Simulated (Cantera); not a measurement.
A closed system holds: 1 mol Si, 0.53 mol Br2, held at 1350 K and 7.50e-5 bar.

Cantera equilibrium calculation (NASA polynomials, part measured and part estimated; ideal gas, pure solids and liquids). Candidate condensed phases: Br2, Si; 9 gas species. The tables' values for SiBr3, SiBr are old estimates; treat these amounts as uncertain. Equilibrium is a limit: real reactors are often held back by kinetics, nucleation or transport.

Base state: SiBr2 0.955, Br 0.0354, SiBr3 0.00771, SiBr4 0.00208, SiBr 0.000227 (mole fractions); condensed: Si(s).

### Question
What changes in the equilibrium state with this change: Br2 from 0.53 to 7.3 mol?

### Answer
```json
[
 {"species": "Br", "before": "0.0354", "after": "0.915"},
 {"species": "SiBr4", "before": "0.00208", "after": "0.0442"},
 {"species": "SiBr2", "before": "0.955", "after": "0.0303"},
 {"species": "SiBr", "before": "0.000227", "after": "2.79e-7"},
 {"species": "Br2", "before": "6.15e-6", "after": "0.00412"},
 {"species": "SiBr3", "before": "0.00771", "after": "0.00633"},
 {"species": "Si(s), mol", "before": "0.483", "after": "0"}
]
```
The tables' values for SiBr3 are old estimates; treat these amounts as uncertain.
